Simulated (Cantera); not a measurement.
Charge: 1 mol Pb, 5.8 mol CO, 2.1 mol H₂, at 0.133 bar.

Equilibrium computed with Cantera from the NASA thermochemical tables; the gas is ideal and each condensed phase is pure. Candidate condensed phases: C, C₆H₆, C₇H₈, C₈H₁₈, H₂O, Pb, PbO, PbO₂, Pb₃O₄; 113 gas species. Rates play no part. All values below are at 750 °C.

Base state: CO 0.703, H₂ 0.266, CO₂ 0.0236, H₂O 0.00682, CH₄ 0.000707, Pb 0.000200 (mole fractions); condensed: C(graphite) + Pb(l).

What changes in the equilibrium state with this change: 2 mol O₂ added?


| species | before | after |
|---|---|---|
| CO₂ | 0.0236 | 0.385 |
| CO | 0.703 | 0.349 |
| H₂ | 0.266 | 0.144 |
| H₂O | 0.00682 | 0.122 |
| Pb | 0.000200 | 0.000200 |
| CH₄ | 0.000707 | 3.15e-6 |
| C(graphite), mol | 0.227 | 0 |
| Pb(l), mol | 0.998 | 0.998 |
